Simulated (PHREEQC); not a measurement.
4.3 g of hydrous ferric oxide (600 m²/g; 0.2 weak and 0.005 strong sites per Fe, Dzombak-Morel constants, diffuse double layer) in 1 kg of water with 0.1 mol/kgw of an inert sodium salt and 2.7 mmol/kgw Na2SO4, at 25 °C; the pH is set by adding NaOH or the inert anion's acid. Oxygen is held at 0.21 atm. No CO2 enters from the air. Precipitation was switched off in this run.

Model: ion-association model, wateq4f.dat, run in PHREEQC.

```
pH    S sorbed (%)  surface charge σ (C/m²)  surface potential ψ (mV)
----  ------------  -----------------------  ------------------------
4             97.1                    0.158                       109
4.38          96.1                    0.145                       105
4.75          94.2                    0.128                        98
5.12          90.1                    0.108                        90
5.88          71.3                    0.071                        71
6.25          56.9                    0.057                        61
6.62          41.0                    0.045                        51
7             25.2                    0.034                        41
7.38          12.4                    0.023                        29
7.75           4.7                    0.011                        15
8.12           1.4                   -0.001                        -1
8.88           0.1                   -0.030                       -37
9.25           0.0                   -0.048                       -53
9.62           0.0                   -0.069                       -69
10             0.0                   -0.096                       -84
```

Complexes and solids missing from the database can't appear.
